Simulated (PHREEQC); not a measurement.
A solution holds 0.28 mol/kgw K2CO3 and 0.063 mol/kgw Al(NO3)3, at 25 °C. Closed to the air; pH follows from the charge balance.

The numbers come from PHREEQC with the ion-association model, phreeqc.dat.

Each row changes one thing in this solution. No solid was allowed to form.

```csv
case,pH,ionic strength (mol/kgw),Al(OH)3 (mol/kgw),Al(OH)2+ (mol/kgw),SI of Al(OH)3(a) (Al(OH)3)
as made,8.89,0.589,2.53e-5,3.82e-7,+1.60
diluted 10-fold with water,(withheld),0.0588,(withheld),1.30e-8,+0.45
diluted 5-fold with water,9.05,(withheld),4.41e-6,3.49e-8,+0.80
K2CO3 left out,3.36,0.377,7.68e-10,3.54e-6,-2.94
K2CO3 from 0.28 to 0.308 mol/kgw,9.17,0.672,(withheld),1.05e-7,+1.32
```

**Question.** Fill in the missing entries.

**Answer.** 
- diluted 10-fold with water, pH: 9.12
- diluted 10-fold with water, Al(OH)3 (mol/kgw): 2.03e-6
- diluted 5-fold with water, ionic strength (mol/kgw): 0.118
- K2CO3 from 0.28 to 0.308 mol/kgw, Al(OH)3 (mol/kgw): 1.29e-5

Some of these states are supersaturated (in Al(OH)3(a), Gibbsite (slow to form), for instance).
